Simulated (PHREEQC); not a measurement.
**Metal-bearing waste water**

Dissolve 54 mmol/kgw Al2(SO4)3, 6.7 mmol/kgw MgSO4, 0.53 mmol/kgw HCl and 0.57 mmol/kgw Na2SO4 at 25 °C. It is in equilibrium with CO2 at log p = -3.4 (atm). Otherwise closed; pH follows from the charge balance.

Equilibrium calculation in PHREEQC: ion-association model, wateq4f.dat.

Each row changes one thing in this solution. Precipitation was switched off in this run.

```csv
case,pH,ionic strength (mol/kgw),SO4-2 (mol/kgw),Al(SO4)2- (mol/kgw),Al+3 (mol/kgw),HSO4- (mol/kgw),SI of Gibbsite (Al(OH)3),SI of Boehmite (AlOOH)
as made,3.61,0.183,0.0403,0.0273,0.00991,0.000396,-0.15,-0.63
HCl from 0.00053 to 0.00265 mol/kgw,3.02,0.184,0.0398,0.0269,0.0102,0.00150,-1.90,-2.38
MgSO4 from 0.0067 to 0.067 mol/kgw,___,0.273,0.0608,0.0332,0.00822,0.000439,-0.06,-0.53
MgSO4 left out,3.60,0.172,0.0380,___,0.0102,0.000389,___,-0.64
MgSO4 replaced by (NH4)2SO4 at the same molality,3.62,0.183,0.0411,0.0277,0.00971,0.000398,-0.15,___
temperature from 25 to 35 °C,3.59,0.177,0.0391,0.0275,0.00925,___,+0.29,-0.06
Na2SO4 left out,3.61,0.182,0.0400,0.0271,0.00996,0.000395,-0.15,-0.63
```

Task: Some entries are withheld; supply them.

Result: 
- MgSO4 from 0.0067 to 0.067 mol/kgw, pH: 3.69
- MgSO4 left out, Al(SO4)2- (mol/kgw): 0.0264
- MgSO4 left out, SI of Gibbsite (Al(OH)3): -0.17
- MgSO4 replaced by (NH4)2SO4 at the same molality, SI of Boehmite (AlOOH): -0.62
- temperature from 25 to 35 °C, HSO4- (mol/kgw): 0.000503

Species that the database lacks are ignored. Some of these states are supersaturated (in Basaluminite, Gibbsite (slow to form), for instance).
